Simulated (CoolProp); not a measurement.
A single-stage vapour-compression cycle with R142b: evaporating at 239.15 K (dew point), condensing at 306.15 K (bubble point), superheat 8 K, subcooling 8 K, compressor efficiency 0.65, no pressure losses. Each further row changes one setting.

The numbers come from the reference Helmholtz-energy equation of state, Lemmon 2006 in CoolProp. It is a short technical equation, of lower accuracy than the large ones.

```tsv
case	cooling COP	pressure ratio	discharge temperature (K)	refrigerating effect (kJ/kg)	volumetric capacity (kJ/m³)
as stated	1.88	13.1	359.9	169	275
evaporating temperature 244.15 K	2.13	10.2	354.7	173	354
condensing temperature 301.15 K	2.09	11.3	353.2	176	285
subcooling 13 K	1.96	13.1	359.9	176	285
superheat 18 K	1.89	13.1	371.5	177	275
compressor efficiency 0.55	1.59	13.1	376.5	169	275
```
